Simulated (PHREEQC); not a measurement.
0.019 g of hydrous ferric oxide (600 m²/g; 0.2 weak and 0.005 strong sites per Fe, Dzombak-Morel constants, diffuse double layer) in 1 kg of water with 0.1 mol/kgw of an inert sodium salt, at 25 °C; the pH is set by adding NaOH or the inert anion's acid. O2 is buffered at 0.21 atm. The system is closed to CO2. Precipitation was switched off in this run.

Model: ion-association model, wateq4f.dat, run in PHREEQC.

Question: Predict surface charge σ (C/m²), surface potential ψ (mV) at pH = 4.5, 5.25, 5.62, 6.75, 7.5.

Answer: 
| pH | surface charge σ (C/m²) | surface potential ψ (mV) |
|---|---|---|
| 4.5 | 0.272 | 138 |
| 5.25 | 0.186 | 119 |
| 5.62 | 0.146 | 107 |
| 6.75 | 0.058 | 63 |
| 7.5 | 0.022 | 29 |

The oxide is taken as insoluble; below pH 4 it would dissolve.
